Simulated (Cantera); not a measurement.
# BN + N2 (sublimation and decomposition of ceramics)

Input: 1 mol BN, 0.38 mol N2, at 0.255 Torr.

Equilibrium computed with Cantera from the NASA thermochemical tables; the gas is ideal and each condensed phase is pure. Candidate condensed phases: B, BN; 5 gas species. Kinetics and transport are ignored.

```json
[
 {"T (K)": "1873", "x N2": "1.000", "x B": "8.75e-6", "x BN": "2.52e-7", "x B2": "6.60e-12", "n BN(s)": "1.000", "n B(s)": "0", "n B(l)": "0"},
 {"T (K)": "1923", "x N2": "1.000", "x B": "3.34e-5", "x BN": "8.33e-7", "x B2": "5.90e-11", "n BN(s)": "1.000", "n B(s)": "0", "n B(l)": "0"},
 {"T (K)": "1973", "x N2": "1.000", "x B": "0.000119", "x BN": "2.59e-6", "x B2": "4.71e-10", "n BN(s)": "1.000", "n B(s)": "0", "n B(l)": "0"},
 {"T (K)": "2023", "x N2": "1.000", "x B": "0.000399", "x BN": "7.60e-6", "x B2": "3.38e-9", "n BN(s)": "1.000", "n B(s)": "0", "n B(l)": "0"},
 {"T (K)": "2073", "x N2": "0.999", "x B": "0.00126", "x BN": "2.12e-5", "x B2": "2.21e-8", "n BN(s)": "1.000", "n B(s)": "0", "n B(l)": "0"},
 {"T (K)": "2123", "x N2": "0.997", "x B": "0.00269", "x BN": "4.01e-5", "x B2": "6.75e-8", "n BN(s)": "0", "n B(s)": "0.998", "n B(l)": "0"},
 {"T (K)": "2173", "x N2": "0.994", "x B": "0.00553", "x BN": "7.34e-5", "x B2": "1.94e-7", "n BN(s)": "0", "n B(s)": "0.995", "n B(l)": "0"},
 {"T (K)": "2223", "x N2": "0.989", "x B": "0.0110", "x BN": "0.000131", "x B2": "5.30e-7", "n BN(s)": "0", "n B(s)": "0.990", "n B(l)": "0"},
 {"T (K)": "2273", "x N2": "0.979", "x B": "0.0212", "x BN": "0.000226", "x B2": "1.39e-6", "n BN(s)": "0", "n B(s)": "0.981", "n B(l)": "0"},
 {"T (K)": "2323", "x N2": "0.960", "x B": "0.0397", "x BN": "0.000379", "x B2": "3.47e-6", "n BN(s)": "0", "n B(s)": "0.963", "n B(l)": "0"},
 {"T (K)": "2373", "x N2": "0.929", "x B": "0.0705", "x BN": "0.000602", "x B2": "7.95e-6", "n BN(s)": "0", "n B(s)": "0", "n B(l)": "0.933"},
 {"T (K)": "2423", "x N2": "0.880", "x B": "0.119", "x BN": "0.000902", "x B2": "1.66e-5", "n BN(s)": "0", "n B(s)": "0", "n B(l)": "0.880"},
 {"T (K)": "2473", "x N2": "0.802", "x B": "0.196", "x BN": "0.00130", "x B2": "3.36e-5", "n BN(s)": "0", "n B(s)": "0", "n B(l)": "0.783"}
]
```
x: gas mole fraction; n: condensed amount in mol.

From 1873 K to 2073 K the condensed part is BN(s). From 2123 K to 2323 K the condensed part is B(s). From 2373 K to 2473 K the condensed part is B(l). The main B-bearing gas is B throughout.
